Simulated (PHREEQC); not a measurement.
**Hard or scaling water: an equilibrium model**

Make-up at 25 °C: 4.4 mmol/kgw CaSO4, 0.022 mmol/kgw CO2 and 2.3 mmol/kgw KCl. Closed to the air; pH follows from the charge balance.

All values are PHREEQC results (Pitzer model, pitzer.dat), not measurements.

```json
{
 "pH": "5.58",
 "ionic_strength": "0.0199 mol/kgw",
 "specific_conductance": "1330 µS/cm",
 "osmotic_coefficient": "0.839"
}
```

```json
[
 {"species": "Ca+2", "molality": "0.00440", "activity": "0.00219", "log γ": "-0.304"},
 {"species": "SO4-2", "molality": "0.00440", "activity": "0.00213", "log γ": "-0.316"},
 {"species": "Cl-", "molality": "0.00230", "activity": "0.00200", "log γ": "-0.061"},
 {"species": "K+", "molality": "0.00230", "activity": "0.00201", "log γ": "-0.058"},
 {"species": "CO2", "molality": "1.84e-5", "activity": "1.84e-5", "log γ": "0.001"},
 {"species": "HCO3-", "molality": "3.62e-6", "activity": "3.19e-6", "log γ": "-0.055"},
 {"species": "H+", "molality": "3.02e-6", "activity": "2.63e-6", "log γ": "-0.060"},
 {"species": "HSO4-", "molality": "6.08e-7", "activity": "5.33e-7", "log γ": "-0.057"},
 {"species": "OH-", "molality": "4.57e-9", "activity": "3.85e-9", "log γ": "-0.075"}
]
```

Precipitation was switched off in this run.
